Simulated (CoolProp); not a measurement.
Properties of octamethylcyclotetrasiloxane (D4) along the isotherm 265.85 °C (Tc = 313.4 °C, pc = 1347 kPa, ω = 0.598).

The numbers come from the reference Helmholtz-energy equation of state, Thol 2015 in CoolProp.

```
p (kPa)   phase  cv (kJ/(kg K))  Joule-Thomson coefficient (K/MPa)  isothermal compressibility (1/MPa)
-------  ------  --------------  ---------------------------------  ----------------------------------
56.1        gas           1.857                              11.13                               18.20
112         gas           1.859                              11.56                               9.329
168         gas           1.862                              12.05                               6.379
225         gas           1.865                              12.61                               4.900
281         gas           1.868                              13.24                               4.049
337         gas           1.871                              13.96                               3.498
393         gas           1.874                              14.82                               3.123
449         gas           1.878                              15.84                               2.865
505         gas           1.882                              17.10                               2.694
561         gas           1.887                              18.69                               2.596
617         gas           1.892                              20.83                               2.574
674      liquid           1.923                             0.9425                             0.04280
```
